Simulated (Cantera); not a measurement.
Input: 1 mol S, 0.17 mol SO2, 0.21 mol O2, equilibrated at 0.133 bar.

Cantera equilibrium calculation (NASA polynomials, part measured and part estimated; ideal gas, pure solids and liquids). Candidate condensed phases: S; 17 gas species. Ions and electrons are included (thermal ionisation). Rates play no part. All values below are at 3500 K.

Base state: S 0.455, SO 0.302, O 0.158, SO2 0.0366, S2 0.0349, O2 0.0137, S2O 0.000369 (mole fractions); condensed: gas only.

Question: What changes in the equilibrium state with this change: 0.087 mol NH3 added?

Answer: 
| species | before | after |
|---|---|---|
| S | 0.455 | 0.391 |
| SO | 0.302 | 0.230 |
| O | 0.158 | 0.140 |
| H | 0 | 0.125 |
| N2 | 0 | 0.0244 |
| OH | 0 | 0.0115 |
| SO2 | 0.0366 | 0.0247 |
| S2 | 0.0349 | 0.0258 |
| O2 | 0.0137 | 0.0108 |
| H2 | 0 | 0.00599 |
| SH | 0 | 0.00585 |
Further candidate phases: H2O, H2SO4.
